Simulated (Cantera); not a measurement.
A closed system holds: 1 mol Si3N4, 0.0061 mol Si, 0.038 mol H2, held at 13.3 mbar.

Equilibrium computed with Cantera from the NASA thermochemical tables; the gas is ideal and each condensed phase is pure. Candidate condensed phases: Si, Si3N4; 31 gas species. Ions and electrons are included (thermal ionisation). The tables' values for SiN are old estimates; treat these amounts as uncertain. Equilibrium is a limit: real reactors are often held back by kinetics, nucleation or transport. All values below are at 2500 K.

Base state: N2 0.608, Si 0.356, H 0.0141, Si2 0.00951, H2 0.00420, SiN 0.00323, Si2N 0.00286, Si3 0.00164 (mole fractions); condensed: Si(l).

Problem. What changes in the equilibrium state with this change: pressure from 13.3 mbar to 34.0 mbar?

Solution. 
| species | before | after |
|---|---|---|
| N2 | 0.608 | 0.829 |
| Si | 0.356 | 0.140 |
| H | 0.0141 | 0.0129 |
| Si2 | 0.00951 | 0.00373 |
| Si3 | 0.00164 | 0.000644 |
| H2 | 0.00420 | 0.00899 |
| SiN | 0.00323 | 0.00236 |
| Si(l), mol | 1.73 | 2.63 |
